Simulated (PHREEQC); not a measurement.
Make-up at 25 °C: 0.0077 mol/kgw HF, 0.00043 mol/kgw (NH4)2SiF6, 0.05 mol/kgw H3AsO4 and 0.12 mol/kgw H2SO4. Closed to the air; pH follows from the charge balance.

Computed with PHREEQC (ion-association model, wateq4f.dat).

Each row changes one thing in this solution. Precipitation was switched off in this run.

```
case                                          pH  ionic strength (mol/kgw)  SO4-2 (mol/kgw)  HF (mol/kgw)  NH4+ (mol/kgw)  SiF6-2 (mol/kgw)  SI of Quartz (SiO2)
------------------------------------------  ----  ------------------------  ---------------  ------------  --------------  ----------------  -------------------
as made                                     0.94                     0.166           0.0209       0.00760        0.000793          0.000383                -0.32
temperature from 25 to 50 °C                0.96                     0.149           0.0133       0.00952        0.000816           8.51e-5                +0.20
H3AsO4 left out                             0.94                     0.163           0.0211       0.00760        0.000792          0.000383                    ?
temperature from 25 to 75 °C                0.99                     0.138          0.00769        0.0101        0.000835           1.34e-6                    ?
(NH4)2SiF6 from 0.00043 to 4.3e-05 mol/kgw  0.94                     0.165           0.0209       0.00737         7.93e-5           3.74e-5                    ?
```

Question: Complete the blanks.

Answer: 
- H3AsO4 left out, SI of Quartz (SiO2): -0.33
- temperature from 25 to 75 °C, SI of Quartz (SiO2): +0.00
- (NH4)2SiF6 from 0.00043 to 4.3e-05 mol/kgw, SI of Quartz (SiO2): -1.25

Some of these states are supersaturated (in Quartz (slow to form), for instance). Away from 25 °C the constants follow the database's enthalpies or fits; those with neither stay at their 25 °C values. SiF6-2 is the database's only silicon fluoride.
